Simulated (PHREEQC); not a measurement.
3.6 g of hydrous ferric oxide (600 m²/g; 0.2 weak and 0.005 strong sites per Fe, Dzombak-Morel constants, diffuse double layer) in 1 kg of water with 0.3 mol/kgw of an inert sodium salt, at 25 °C; the pH is set by adding NaOH or the inert anion's acid. O2 is buffered at 0.21 atm. CO2 from the air is kept out. Nothing may precipitate in this run.

Base run: PHREEQC, ion-association model, wateq4f.dat. Each further column changes one thing. The table gives surface charge σ (C/m²).

| pH | base | background salt from 0.3 to 0.03 mol/kgw | oxide from 3.6 to 18 g/kgw | 0.0027 mol/kgw PbCl2 added |
|---|---|---|---|---|
| 4 | 0.349 | 0.275 | 0.350 | 0.350 |
| 5.33 | 0.231 | 0.127 | 0.233 | 0.256 |
| 6 | 0.154 | 0.075 | 0.155 | 0.194 |
| 7.33 | 0.044 | 0.018 | 0.044 | 0.091 |
| 8.67 | -0.031 | -0.012 | -0.031 | 0.013 |
| 10 | -0.132 | -0.062 | -0.133 | -0.056 |
| 10.67 | -0.205 | -0.109 | -0.206 | -0.091 |
| 12 | -0.339 | -0.265 | -0.340 | -0.153 |
